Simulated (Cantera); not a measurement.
A perfectly stirred reactor is fed with CH3OH : O2 : N2 = 0.019 : 0.052 : 1 (molar parts), equivalence ratio 0.55, at 170000 Pa; it is held at 1450 K, and followed from long to short residence time.

Model: GRI-Mech 3.0 (53 species, 325 reactions), integrated in Cantera. GRI-Mech 3.0 was tuned for natural gas; its chemistry of methanol as a main component is partial and can be far from experiment. The temperature is held fixed by assumption; the heat of reaction is taken as removed at once.

Q: What does this change do: temperature 1450 to 925 K?

A: 
```tsv
quantity	before	after
x(CH3OH) at τ = 0.310 s	2.43e-6	0.0177
x(O2) at τ = 0.310 s	0.0218	0.0486
x(C2H) at τ = 0.310 s	<1e-12	<1e-12
x(CH2) at τ = 0.310 s	2.32e-11	<1e-12
x(OH) at τ = 0.310 s	0.000118	<1e-12
x(CH3OH) at τ = 9.80 ms	1.97e-5	0.0177
x(O2) at τ = 9.80 ms	0.0223	0.0486
x(C2H) at τ = 9.80 ms	<1e-12	<1e-12
x(CH2) at τ = 9.80 ms	2.49e-9	<1e-12
x(OH) at τ = 9.80 ms	0.000327	<1e-12
```
